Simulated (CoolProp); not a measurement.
Saturation properties of CH2F2 (R32) (Tc = 78.1 °C, pc = 5.783 MPa, ω = 0.277).

Computed with CoolProp (reference Helmholtz-energy equation of state, Tillner-Roth 1997).

```csv
T (°C),p (MPa),liquid density (kg/m³),enthalpy of vaporisation (kJ/kg),liquid viscosity (µPa s),vapour viscosity (µPa s),liquid conductivity (mW/(m K))
-19.05,0.4205,1118,342.8,194,11.4,169
-10.65,0.5696,1091,331.2,174,11.8,163
-2.15,?,1063,318.6,157,12.2,156
6.35,?,1033,305.1,141,12.7,149
14.75,1.272,1002,290.5,127,13.1,143
23.25,1.612,968.2,274.4,114,13.7,136
31.75,2.016,931.9,256.6,102,14.2,128
40.25,?,891.8,236.5,91.7,14.9,121
48.65,3.045,847.1,213.6,81.8,15.7,113
57.15,3.693,793.8,186.2,72.2,16.9,106
```

**Question.** Some entries are withheld; supply them.

**Answer.** 
- -2.15, p (MPa): 0.7586
- 6.35, p (MPa): 0.9917
- 40.25, p (MPa): 2.493

It boils at -51.7 °C under 1 atm.

Viscosity comes from a separate model (Bell 2016), an estimate that may be off by 10 % or more. Thermal conductivity comes from a separate model (Huber 2003), an estimate that may be off by 10 % or more.
